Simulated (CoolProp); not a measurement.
Vapour-liquid equilibrium of carbonyl sulfide (1) + propane (2) at 1.97 MPa; x and y are mole fractions of (1).

The numbers come from the multi-fluid Helmholtz-energy mixture model, Lemmon 2006 and Lemmon 2009; pair parameters Bell 2016 in CoolProp.

```
x     bubble temperature (K)  y at the bubble point  dew temperature at overall composition x (K)  liquid density (mol/L)
----  ----------------------  ---------------------  --------------------------------------------  ----------------------
0.05                   328.7                  0.062                                         328.9                     ___
0.15                     ___                  0.178                                         327.4                     ___
0.25                   325.6                  0.288                                         326.1                   10.97
0.35                   324.2                  0.392                                         324.8                   11.45
0.45                   323.0                  0.494                                         323.5                   11.97
0.55                   321.8                    ___                                         322.3                     ___
0.65                   320.7                    ___                                           ___                   13.11
0.75                   319.5                  0.782                                         319.9                   13.74
0.85                   318.4                  0.873                                           ___                   14.42
0.95                   317.2                  0.959                                         317.3                   15.15
```

**Question.** Some entries are withheld; supply them.

**Answer.** 
- 0.05, liquid density (mol/L): 10.08
- 0.15, bubble temperature (K): 327.0
- 0.15, liquid density (mol/L): 10.52
- 0.55, y at the bubble point: 0.592
- 0.55, liquid density (mol/L): 12.52
- 0.65, y at the bubble point: 0.689
- 0.65, dew temperature at overall composition x (K): 321.1
- 0.85, dew temperature at overall composition x (K): 318.7

No azeotrope shows between x = 0.05 and 0.95.

The pair parameters rest on a limited set of measurements; away from them the model extrapolates.
